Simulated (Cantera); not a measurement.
A perfectly stirred reactor is fed with H2 : O2 : N2 = 1.8 : 1 : 3.2 (molar parts), equivalence ratio 0.90, at 13300 Pa; it is held at 1173 K, and followed from long to short residence time.

Model: GRI-Mech 3.0 (53 species, 325 reactions), integrated in Cantera. The temperature is held fixed by assumption; the heat of reaction is taken as removed at once.

Question: What does this change do: N2 3.2 to 7.3 parts?

Answer: 
```json
[
 {"quantity": "x(H2) at τ = 2.70 s", "before": "0.000702", "after": "0.000683"},
 {"quantity": "x(O2) at τ = 2.70 s", "before": "0.0199", "after": "0.0111"},
 {"quantity": "x(NO) at τ = 2.70 s", "before": "2.48e-7", "after": "4.38e-7"},
 {"quantity": "x(HO2) at τ = 2.70 s", "before": "2.99e-6", "after": "1.39e-6"},
 {"quantity": "x(OH) at τ = 2.70 s", "before": "0.000334", "after": "0.000269"},
 {"quantity": "x(H2) at τ = 22.0 ms", "before": "0.0122", "after": "0.00988"},
 {"quantity": "x(O2) at τ = 22.0 ms", "before": "0.0261", "after": "0.0167"},
 {"quantity": "x(NO) at τ = 22.0 ms", "before": "2.60e-6", "after": "4.08e-6"},
 {"quantity": "x(HO2) at τ = 22.0 ms", "before": "6.93e-6", "after": "2.87e-6"},
 {"quantity": "x(OH) at τ = 22.0 ms", "before": "0.00163", "after": "0.00124"}
]
```
